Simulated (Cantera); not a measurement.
**Equilibrium for sublimation and decomposition of ceramics: Si₃N₄ + N₂ + Si**

Charge: 1 mol Si₃N₄, 7.1 mol N₂, 0.0094 mol Si, held at 10.0 Torr.

Equilibrium computed with Cantera from the NASA thermochemical tables; the gas is ideal and each condensed phase is pure. Candidate condensed phases: Si, Si₃N₄; 13 gas species. Ions and electrons are included (thermal ionisation). The tables' values for SiN are old estimates; treat these amounts as uncertain. Equilibrium is a limit: real reactors are often held back by kinetics, nucleation or transport.

From 3000 K to 5000 K nothing is condensed. The main Si-bearing gas is Si throughout.

| T (K) | x N₂ | x Si | x N | x Si+ |
|---|---|---|---|---|
| 3000 | 0.752 | 0.247 | 0.000105 | 8.83e-6 |
| 3500 | 0.750 | 0.247 | 0.00166 | 0.000101 |
| 4000 | 0.739 | 0.246 | 0.0132 | 0.000641 |
| 4500 | 0.693 | 0.237 | 0.0649 | 0.00269 |
| 5000 | 0.557 | 0.211 | 0.214 | 0.00824 |
x: gas mole fraction; nothing condenses.
